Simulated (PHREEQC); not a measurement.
# Brine: speciation

Make-up at 20 °C: 0.032 mol KCl, 0.28 mol BaCl2 and 0.028 mol MgCl2 per kg of water. Closed to the air; pH follows from the charge balance.

Computed with PHREEQC (ion-association model, phreeqc.dat).

This is a speciation only: nothing precipitates in the calculation.

Problem. Estimate the activity of water.

Solution. activity of water 0.983.

The ionic strength is past about 0.7 mol/kgw, beyond the range of this activity model, so the values are rough.
